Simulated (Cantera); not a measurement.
Input: 1 mol CH2F2, at 3073 K.

These are equilibrium values from Cantera (NASA tables, ideal gas, pure condensed phases), not measurements of a reactor. Candidate condensed phases: C, C6H6, C7H8, C8H18; 95 gas species. Equilibrium is a limit: real reactors are often held back by kinetics, nucleation or transport.

Task: At 100000 Pa, list the 7 most abundant gas species with their mole fractions, and the condensed phases.

Result: HF 0.957, F 0.0189, H 0.0138, H2 0.00490, CF 0.00254, CF2 0.00152, C3 0.000666. Condensed: C(graphite).
